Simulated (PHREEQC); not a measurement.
Solution (65 °C): 0.0018 mol/kgw CuSO4, 1.2e-05 mol/kgw H2SO4 and 0.042 mol/kgw FeCl3. Closed to the air; pH follows from the charge balance.

All values are PHREEQC results (ion-association model, wateq4f.dat), not measurements.

The ionic strength comes out as 0.181 mol/kgw. What activity coefficients do Cl-, Fe+3, Fe(OH)2+, FeOH+2, FeCl2+ get?

Cl- 0.70, Fe+3 0.12, Fe(OH)2+ 0.74, FeOH+2 0.28, FeCl2+ 0.73.

No solid was allowed to form. The solution is supersaturated, for example in Hematite (slow to form), Goethite (slow to form), so a real one may precipitate; this is no full list. Constants without temperature data keep their 25 °C values here.
